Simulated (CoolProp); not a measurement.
Saturation properties of CH2F2 (R32) (Tc = 78.1 °C, pc = 5.783 MPa, ω = 0.277).

Model: reference Helmholtz-energy equation of state, Tillner-Roth 1997, in CoolProp.

| T (°C) | p (MPa) | enthalpy of vaporisation (kJ/kg) | vapour Z | surface tension (mN/m) | liquid conductivity (mW/(m K)) |
|---|---|---|---|---|---|
| 6.15 | 0.9856 | 305.4 | 0.8227 | 9.91 | 150 |
| 12.65 | 1.197 | 294.3 | 0.7993 | 8.81 | 144 |
| 19.25 | 1.444 | 282.2 | 0.7734 | 7.72 | 139 |
| 25.75 | 1.724 | 269.4 | 0.7457 | 6.67 | 133 |
| 32.25 | 2.042 | 255.5 | 0.7156 | 5.65 | 128 |
| 38.85 | 2.410 | 240.0 | 0.6820 | 4.66 | 122 |
| 45.35 | 2.818 | 223.0 | 0.6457 | 3.72 | 116 |
| 51.85 | 3.277 | 203.9 | 0.6052 | 2.82 | 111 |
| 58.35 | 3.793 | 181.8 | 0.5592 | 1.98 | 104 |
| 64.95 | 4.380 | 154.5 | 0.5041 | 1.19 | 98.0 |
| 71.45 | 5.028 | 118.5 | 0.4345 | 0.510 | 92.0 |

It boils at -51.7 °C under 1 atm.

Thermal conductivity comes from a separate model (Huber 2003), an estimate that may be off by 10 % or more. Surface tension comes from a separate correlation (Mulero 2012).
